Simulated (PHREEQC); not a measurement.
Synthetic water in mg/kgw, 6.5 °C, pH 3.25, pe 11.6:

```
constituent  mg/kgw
-----------  ------
Na              114
K              2.39
Ca             68.1
Mg             12.4
Cl              101
S(6) as SO4     365
N(5) as NO3    1.63
B            0.0309
Pb             0.36
Si as SiO2    0.444
```

Valence states are taken as typed.

Model: ion-association model, phreeqc.dat, run in PHREEQC.

| Quantity | Value |
|---|---|
| ionic strength | 0.0146 mol/kgw |
| specific conductance | 780 µS/cm |
| total alkalinity | -0.712 meq/kg |
| charge-balance error | -1.7 % |

```tsv
species	molality	activity	log γ
Na+	0.00491	0.00438	-0.050
SO4-2	0.00330	0.00208	-0.201
Cl-	0.00285	0.00253	-0.052
Ca+2	0.00141	0.000897	-0.198
H+	0.000623	0.000562	-0.044
Mg+2	0.000430	0.000275	-0.194
CaSO4	0.000285	0.000286	0.001
HSO4-	8.83e-5	7.85e-5	-0.051
MgSO4	8.04e-5	8.06e-5	0.001
K+	6.05e-5	5.36e-5	-0.052
NaSO4-	4.51e-5	4.02e-5	-0.049
```

No solid was allowed to form. At this temperature some constants are extrapolated from 25 °C, and those without enthalpy data are left unchanged.
